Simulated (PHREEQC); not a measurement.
# Silver or lead bath (model solution)

Dissolve 0.0012 mol Pb(NO3)2, 0.0014 mol KNO3 and 5.8e-05 mol Na2SO4 per kg of water at 25 °C. Closed to the air; pH follows from the charge balance.

All values are PHREEQC results (ion-association model, wateq4f.dat), not measurements.

Each row changes one thing in this solution. This is a speciation only: nothing precipitates in the calculation.

```tsv
case	pH	Pb+2 (mol/kgw)	PbNO3+ (mol/kgw)	PbOH+ (mol/kgw)	Pb2OH+3 (mol/kgw)	SI of Pb(OH)2 (Pb(OH)2)	SI of Litharge (PbO)
as made	5.38	0.00113	4.64e-5	4.27e-6	1.47e-7	-0.46	-5.03
Na2SO4 replaced by Na2SiF6 at the same molality	3.80	0.00115	4.68e-5	1.12e-7	3.92e-9	-3.62	-8.19
Pb(NO3)2 from 0.0012 to 0.0018 mol/kgw	5.30	0.00169	8.66e-5	5.11e-6	2.73e-7	-0.47	-5.04
temperature from 25 to 55 °C	5.39	0.00113	4.56e-5	4.25e-6	1.49e-7	+0.48	-3.93
0.0018 mol/kgw AgNO3 added	5.40	0.00112	6.44e-5	4.19e-6	1.48e-7	-0.46	-5.03
Na2SO4 from 5.8e-05 to 0.000116 mol/kgw	5.39	0.00112	4.57e-5	4.25e-6	1.45e-7	-0.46	-5.03
KNO3 from 0.0014 to 0.00154 mol/kgw	5.39	0.00113	4.79e-5	4.27e-6	1.47e-7	-0.46	-5.03
Pb(NO3)2 from 0.0012 to 0.00012 mol/kgw	5.87	0.000114	2.27e-6	1.41e-6	4.38e-9	-0.44	-5.01
```

Some of these states are supersaturated (in Larnakite, Anglesite, Pb(OH)2, for instance). Away from 25 °C the constants follow the database's enthalpies or fits; those with neither stay at their 25 °C values. SiF6-2 is the database's only silicon fluoride.
